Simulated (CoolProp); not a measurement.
cis-2-butene along the isotherm -24.05 °C: density (kg/m³) from the reference equation and from simpler models built on Tc = 162.6 °C, pc = 4.236 MPa, ω = 0.202; each cubic takes its own stable root.

Computed with CoolProp (reference Helmholtz-energy equation of state, Lemmon 2005). It is a short technical equation, of lower accuracy than the large ones.

```json
[
 {"p (MPa)": "0.0201", "phase": "gas", "reference": "0.5510"},
 {"p (MPa)": "0.0457", "phase": "liquid", "reference": "670.6"},
 {"p (MPa)": "0.104", "phase": "liquid", "reference": "670.6"},
 {"p (MPa)": "0.237", "phase": "liquid", "reference": "670.8"},
 {"p (MPa)": "0.539", "phase": "liquid", "reference": "671.0"},
 {"p (MPa)": "1.23", "phase": "liquid", "reference": "671.7"},
 {"p (MPa)": "2.79", "phase": "liquid", "reference": "673.1"},
 {"p (MPa)": "6.35", "phase": "liquid", "reference": "676.3"}
]
```

How far does each simpler model (Redlich-Kwong, Soave-Redlich-Kwong) lie from the reference over these 8 states: mean and median of the absolute difference, and the worst?


- Redlich-Kwong: mean 19.4 %, median 9.2 %, worst -99.8 % at -24.05 °C and 0.0457 MPa
- Soave-Redlich-Kwong: mean 6.5 %, median 7.4 %, worst -7.5 % at -24.05 °C and 0.0457 MPa

At some of these states Redlich-Kwong gives the other phase, because its saturation line lies elsewhere.
